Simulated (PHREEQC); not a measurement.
Make-up at 20 °C: 0.053 mol/kgw ZnSO4, 0.0028 mol/kgw NaCl and 0.00085 mol/kgw MnSO4. Closed to the air; pH follows from the charge balance.

Model: ion-association model, wateq4f.dat, run in PHREEQC.

Precipitation was switched off in this run.

Order these S species by the share of S that they hold, largest first: NaSO4-, ZnSO4, MnSO4, SO4-2, Zn(SO4)2-2.

SO4-2 (45 %), ZnSO4 (38 %), Zn(SO4)2-2 (16 %), MnSO4 (0.54 %), NaSO4- (0.21 %)

The pH is 5.65 and the ionic strength 0.117 mol/kgw.
